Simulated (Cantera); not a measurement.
# Ignition delay

Mixture: CH4 : O2 : N2 = 1 : 2.13 : 11.1 (molar parts), at 800000 Pa, adiabatic and at constant volume. Ignition delay is the time to a rise of 400 K.

Model: GRI-Mech 3.0 (53 species, 325 reactions), integrated in Cantera.

```csv
T0 (K),delay (ms)
1248,4.22
1323,1.78
1398,0.789
1473,0.366
1548,0.177
1623,0.0899
1698,0.0480
```

apparent activation energy between 1548 and 1698 K: 190 kJ/mol
